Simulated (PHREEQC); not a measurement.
Solution (25 °C): 6.1 mmol/kgw Pb(NO3)2 and 0.27 mmol/kgw HNO3. Closed to the air; pH follows from the charge balance.

Equilibrium calculation in PHREEQC: ion-association model, wateq4f.dat.

This is a speciation only: nothing precipitates in the calculation.

Problem. What pH, ionic strength does the model give?

Solution. pH 3.62; ionic strength 0.0174 mol/kgw.

Problem. In which forms is N present?

Solution. NO3- 95 %, PbNO3+ 4.6 % of the N.

Species that the database lacks are ignored.
